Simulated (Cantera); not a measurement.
Cantera run:

```python
import numpy as np
import cantera as ct

gas_names = """
    C CH CH2 CH3 CH2OH CH3O CH4 CH3OH CO CO2 COOH C2 C2H CHCO,ketyl C2H2,acetylene C2H2,vinylidene
    CH2CO,ketene C2H3,vinyl CH3CO,acetyl C2H4 C2H4O,ethylen CH3CHO,ethanal CH3COOH (HCOOH)2 C2H5 C2H6
    CH3OCH3 C2H5OH C2O C3 C3H3,propargyl C3H4,allene C3H4,propyne C3H4,cyclo- C3H5,allyl C3H6,propylene
    C3H6,cyclo- C3H6O C3H7,n-propyl C3H7,i-propyl C3H8 C3H8O,1propanol C3H8O,2propanol C3O2 C4 C4H2
    C4H4,1,3-cyclo- C4H6,butadiene C4H6,2-butyne C4H6,cyclo- C4H8,1-butene C4H8,cis2-buten
    C4H8,tr2-butene C4H8,isobutene C4H8,cyclo- (CH3COOH)2 C4H9,n-butyl C4H9,i-butyl C4H9,s-butyl
    C4H9,t-butyl C4H10,isobutane C4H10,n-butane C5 C5H6,1,3cyclo- C5H8,cyclo- C5H10,1-pentene
    C5H10,cyclo- C5H11,pentyl C5H11,t-pentyl C5H12,n-pentane C5H12,i-pentane CH3C(CH3)2CH3 C6H2
    C6H5,phenyl C6H5O,phenoxy C6H6 C6H5OH,phenol C6H10,cyclo- C6H12,1-hexene C6H12,cyclo- C6H13,n-hexyl
    C7H7,benzyl C7H8 C7H8O,cresol C7H14,1-heptene C7H15,n-heptyl C7H16,n-heptane C8H8,styrene
    C8H10,ethylbenz C8H16,1-octene C8H17,n-octyl C8H18,isooctane C8H18,n-octane C9H19,n-nonyl
    C10H8,naphthale C10H21,n-decyl C12H9,o-bipheny C12H10,bipheny H HCO HO2 H2 HCHO,formaldehy HCOOH H2O
    H2O2 O OH O2 O3 Si SiC SiC2 SiC4H12 SiH SiH2 SiH3 SiH4 SiO SiO2 Si2 Si2C Si3
""".split()
cond_names = """
    C(gr) C6H6(L) C7H8(L) C8H18(L),n-octa H2O(s) H2O(L) Si(cr) Si(L) SiC(b) SiO2(Lqz) SiO2(hqz) SiO2(L)
""".split()


def load(file, names, dense=False):
    # The tables refer to 1 bar. Condensed volumes are neglected.
    table = {s.name: s for s in ct.Species.list_from_file(file)}
    out = []
    for n in names:
        d = dict(table[n].input_data)
        d["thermo"] = dict(d["thermo"], **{"reference-pressure": 1e5})
        if dense:
            d["equation-of-state"] = {"model": "constant-volume", "density": "1e6 g/cm^3"}
        out.append(ct.Species.from_dict(d))
    return out


gas = ct.Solution(thermo="ideal-gas", species=load("nasa_gas.yaml", gas_names))
cond = {s.name: ct.Solution(thermo="fixed-stoichiometry", species=[s], name=s.name)
        for s in load("nasa_condensed.yaml", cond_names, dense=True)}
atoms = {
    'SiC': {'Si': 1, 'C': 1},
    'H2O': {'H': 2, 'O': 1},
    'H2': {'H': 2},
}
top_T = {'C(gr)': 4500, 'SiC(b)': 3050}  # K; cautious upper limits of use, not melting points


def equilibrate(T, P, feed):
    n = {}
    for name, mol in feed.items():
        for a, k in atoms[name].items():
            n[a] = n.get(a, 0.0) + k * mol
    gas.TPX = T, P, n
    mass = sum(n.values()) * gas.mean_molecular_weight
    gas.equilibrate("TP")
    valid = [c for c in cond.values() if c.min_temp <= T <= top_T.get(c.name, c.max_temp)]
    mix = ct.Mixture([(gas, mass / gas.mean_molecular_weight)] + [(c, 0.0) for c in valid])
    mix.T, mix.P = T, P
    mix.equilibrate("TP", solver="vcs", rtol=1e-11, max_steps=5000)
    return mix


results = []
feed = {'SiC': 1, 'H2O': 0.21, 'H2': 19}  # mol
P = 133.322  # Pa
for T in [1173, 1273, 1373, 1473, 1573, 1673, 1773, 1873, 1973, 2073, 2173]:
    mix = equilibrate(T, P, feed)
    results.append((T, P, feed, dict(zip(mix.species_names, mix.species_moles))))

top = {s: max(r[3][s] / sum(r[3][g] for g in gas_names) for r in results) for s in gas_names}
cols = sorted((s for s in top if top[s] > 0.0001), key=lambda s: -top[s])[:8]
seen = [c for c in cond_names if any(r[3].get(c, 0) > 1e-12 for r in results)]
print("log10 of partial pressures in bar; condensed amounts in mol")
print(f"{'T/K':>10s}" + "".join(f"{s[:9]:>10s}" for s in cols + seen))
for T, P, feed, n in results:
    ng = sum(n[g] for g in gas_names)
    print(f"{T:10.4g}" + "".join(f"{np.log10(max(n[s] / ng * P / 1e5, 1e-99)):10.3f}" for s in cols)
          + "".join(f"{n.get(c, 0):10.4g}" for c in seen))
```

Result:

```
log10 of partial pressures in bar; condensed amounts in mol
       T/K        H2         H        Si        CO       SiO C2H2,acet      SiC2      Si2C     C(gr)    SiC(b) SiO2(hqz)
      1173    -2.877    -8.367   -14.653    -5.315    -7.790   -11.088   -19.977   -18.920         0    0.9299   0.06989
      1273    -2.877    -7.585   -12.146    -5.293    -6.113   -11.683   -18.281   -15.887         0    0.9263   0.06255
      1373    -2.880    -6.917   -10.304    -5.142    -5.142   -11.603   -16.539   -13.598         0     0.895         0
      1473    -2.880    -6.338    -9.067    -5.142    -5.142   -10.824   -14.684   -11.978         0     0.895         0
      1573    -2.880    -5.831    -7.989    -5.142    -5.143   -10.146   -13.069   -10.569         0    0.8949         0
      1673    -2.881    -5.384    -7.043    -5.140    -5.146    -9.546   -11.647    -9.334         0    0.8943         0
      1773    -2.883    -4.988    -6.219    -5.125    -5.164    -8.988   -10.375    -8.256         0    0.8902         0
      1873    -2.888    -4.634    -5.543    -5.063    -5.251    -8.375    -9.183    -7.356         0    0.8719         0
      1973    -2.899    -4.319    -5.086    -4.945    -5.565    -7.531    -7.964    -6.699         0    0.8265         0
      2073    -2.916    -4.038    -4.884    -4.877    -6.306    -6.359    -6.656    -6.317         0    0.7701         0
      2173    -2.949    -3.791    -4.554    -4.885    -6.757    -5.606    -5.616    -5.826    0.1545     0.458         0
```

These are equilibrium values from Cantera (NASA tables, ideal gas, pure condensed phases), not measurements of a reactor. Mutual solubility and eutectic melting of coexisting phases are not modelled. The tables hold silica as quartz up to 1696 K and as liquid above; real silica turns to tridymite and cristobalite and melts near 1996 K. Gases not in the tables: Si2H6 and higher silanes.
